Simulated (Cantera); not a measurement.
Charge: 1 mol HgO, 0.26 mol H₂, 0.61 mol N₂, held at 975 °C and 18.0 Pa.

Cantera equilibrium calculation (NASA polynomials, part measured and part estimated; ideal gas, pure solids and liquids). Candidate condensed phases: H₂O, Hg, HgO; 25 gas species. The numbers say what is thermodynamically allowed, not how fast it happens.

Base state: Hg 0.446, N₂ 0.272, O₂ 0.165, H₂O 0.116, NO 0.000145, OH 4.91e-5 (mole fractions); condensed: gas only.

Task: What changes in the equilibrium state with this change: H₂ from 0.26 to 2.2 mol?

Result: 
```
species    before    after
-------  --------  -------
H₂        7.07e-7    0.315
Hg          0.446    0.262
H₂O         0.116    0.262
O₂          0.165    <1e-9
N₂          0.272    0.160
NO       0.000145    <1e-9
H         2.93e-8  1.95e-5
```
